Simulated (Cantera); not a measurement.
An isothermal, constant-pressure homogeneous reactor starts with 2.33 % CO, 0.398 % O₂, 0.0768 % H₂O, 97.2 % N₂, at 1200 K and 3750 Torr.

Cantera simulation using GRI-Mech 3.0 (53 species, 325 reactions); the numbers are that mechanism's predictions, not measurements.

Q: Predict: x(CO) at 20.0 s; x(H₂O) at 20.0 s; x(CO₂) at 20.0 s.

A: 
```
Quantity                                              Value
----------------  -----------------------------------------
x(CO) at 20.0 s       0.0151 (gas-phase equilibrium 0.0150)
x(H₂O) at 20.0 s  0.000420 (gas-phase equilibrium 0.000336)
x(CO₂) at 20.0 s    0.00835 (gas-phase equilibrium 0.00844)
```
